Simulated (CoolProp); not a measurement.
Properties of R124 along the isobar 0.101 MPa.

Model: reference Helmholtz-energy equation of state, de Vries 1995, in CoolProp.

| T (°C) | phase | isothermal compressibility (1/MPa) | Prandtl number |
|---|---|---|---|
| 52.15 | gas | 10.10 | … |
| 66.65 | gas | 10.07 | 0.708 |
| 81.05 | gas | 10.05 | … |
| 95.55 | gas | 10.03 | … |
| 110.05 | gas | 10.01 | 0.693 |
| 124.45 | gas | 9.997 | 0.689 |
| 138.95 | gas | 9.985 | 0.685 |
| 153.45 | gas | 9.976 | … |
| 167.95 | gas | 9.967 | … |
| 182.35 | gas | 9.960 | 0.672 |
| 196.85 | gas | 9.954 | … |

Q: Complete the blanks.

A: 
- 52.15, Prandtl number: 0.714
- 81.05, Prandtl number: 0.703
- 95.55, Prandtl number: 0.698
- 153.45, Prandtl number: 0.680
- 167.95, Prandtl number: 0.676
- 196.85, Prandtl number: 0.668

Viscosity comes from a separate model (Bell 2016), an estimate that may be off by 10 % or more. Thermal conductivity comes from a separate model (Huber 2003), an estimate that may be off by 10 % or more.
